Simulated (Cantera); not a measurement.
A closed system holds: 1 mol SiH4, 1.5 mol N2, 17 mol H2, at 5.70 mbar.

Method: chemical equilibrium by Gibbs-energy minimisation in Cantera with the NASA 1993 tables (ideal gas, pure condensed phases). Candidate condensed phases: Si, Si3N4; 18 gas species. N2 is the only nitrogen source here; it is nearly inert below about 1500 K, so the nitride shown seldom forms there in practice. Gases not in the tables: Si2H6 and higher silanes. The numbers say what is thermodynamically allowed, not how fast it happens.

### Question
Which condensed phases are stable at each of these points (T (K)): 873, 973, 1073, 1173, 1273, 1373, 1473, 1573, 1673, 1773, 1873, 1973, 2073, 2173?

### Answer
```tsv
T (K)	condensed phases	Si condensed (%)
873	Si3N4(s)	100.0
973	Si3N4(s)	100.0
1073	Si3N4(s)	100.0
1173	Si3N4(s)	100.0
1273	Si3N4(s)	100.0
1373	Si3N4(s)	100.0
1473	Si3N4(s)	100.0
1573	Si3N4(s)	100.0
1673	Si(s)	99.8
1773	Si(l)	99.1
1873	Si(l)	96.3
1973	Si(l)	87.2
2073	Si(l)	59.3
2173	gas only	0.0
```

From 873 K to 1573 K the condensed part is Si3N4(s). At 1673 K the condensed part is Si(s). From 1773 K to 2073 K the condensed part is Si(l). At 2173 K nothing is condensed.
